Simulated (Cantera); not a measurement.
Input: 1 mol CsOH, 0.21 mol H2, 0.16 mol H2O, at 0.0133 bar.

Cantera equilibrium calculation (NASA polynomials, part measured and part estimated; ideal gas, pure solids and liquids). Candidate condensed phases: Cs, CsOH, H2O; 15 gas species. The numbers say what is thermodynamically allowed, not how fast it happens.

log p: log10 of the partial pressure in bar; nothing condenses.

| T (°C) | log p CsOH | log p H2O | log p Cs | log p H2 | log p Cs2(OH)2 |
|---|---|---|---|---|---|
| 725 | -2.06 | -2.73 | -3.57 | -2.71 | -3.34 |
| 775 | -2.05 | -2.71 | -3.38 | -2.74 | -3.75 |
| 825 | -2.05 | -2.68 | -3.24 | -2.76 | -4.16 |
| 875 | -2.06 | -2.64 | ___ | -2.79 | ___ |
| 925 | -2.08 | -2.61 | -3.02 | -2.83 | -4.89 |
| 975 | -2.09 | -2.58 | -2.93 | -2.86 | -5.22 |
| 1025 | -2.11 | -2.54 | -2.86 | -2.90 | -5.53 |
| 1075 | -2.12 | -2.52 | -2.80 | -2.95 | ___ |
| 1125 | -2.14 | -2.49 | -2.75 | -2.99 | -6.09 |
| 1175 | -2.15 | -2.47 | -2.70 | -3.04 | -6.35 |
| 1225 | -2.17 | -2.45 | -2.67 | -3.10 | -6.58 |
| 1275 | -2.18 | -2.43 | -2.63 | -3.15 | -6.81 |

Problem. Complete the blanks.

Solution. 
- 1075, log p Cs2(OH)2: -5.82
- 875, log p Cs: -3.12
- 875, log p Cs2(OH)2: -4.53
